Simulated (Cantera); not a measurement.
Charge: 1 mol Si₂H₆, 0.26 mol O₂, 0.13 mol H₂, at 1375 K and 4.50 mbar.

Cantera equilibrium calculation (NASA polynomials, part measured and part estimated; ideal gas, pure solids and liquids). Candidate condensed phases: H₂O, Si, SiO₂; 18 gas species. The feed counts by its element totals alone. Mutual solubility and eutectic melting of coexisting phases are not modelled. The tables hold silica as quartz up to 1696 K and as liquid above; real silica turns to tridymite and cristobalite and melts near 1996 K. Rates play no part.

Base state: H₂ 0.990, SiO 0.00955, H 5.08e-5 (mole fractions); condensed: Si(s) + SiO₂(β-quartz).

### Question
What changes in the equilibrium state with this change: pressure from 4.50 mbar to 1.10 mbar?

### Answer
```tsv
species	before	after
H₂	0.990	0.961
SiO	0.00955	0.0391
H	5.08e-5	0.000101
Si(s), mol	1.72	1.68
SiO₂(β-quartz), mol	0.245	0.196
```

### Question
What changes in the equilibrium state with this change: pressure from 4.50 mbar to 9.40 Pa?

### Answer
| species | before | after |
|---|---|---|
| H₂ | 0.990 | 0.857 |
| SiO | 0.00955 | 0.142 |
| H | 5.08e-5 | 0.000327 |
| Si(s), mol | 1.72 | 1.48 |
| SiO₂(β-quartz), mol | 0.245 | 0 |

### Question
What changes in the equilibrium state with this change: temperature from 1375 K to 750 K?

### Answer
| species | before | after |
|---|---|---|
| H₂ | 0.990 | 1.00 |
| SiO | 0.00955 | <1e-9 |
| H | 5.08e-5 | <1e-9 |
| Si(s), mol | 1.72 | 1.74 |
| SiO₂(β-quartz), mol | 0.245 | 0 |
| SiO₂(α-quartz), mol | 0 | 0.260 |
